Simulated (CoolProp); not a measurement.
Vapour-liquid equilibrium of toluene (1) + n-decane (2) at 0.135 MPa; x and y are mole fractions of (1).

Model: multi-fluid Helmholtz-energy mixture model, Lemmon 2006 and Lemmon 2006; pair parameters Bell 2016, in CoolProp.

Task: Give the bubble temperature and the first vapour's composition at x = 0.05, 0.2, 0.95. Is there an azeotrope?

Result: x = 0.05: 452.8 K, y = 0.171; x = 0.2: 436.4 K, y = 0.534; x = 0.95: 395.7 K, y = 0.989. No azeotrope shows between x = 0.05 and 0.95.

The pair parameters rest on a limited set of measurements; away from them the model extrapolates. The gap from Raoult's law changes sign with composition, which may be real or a fault of the pair parameters; it wasn't checked against measurements.
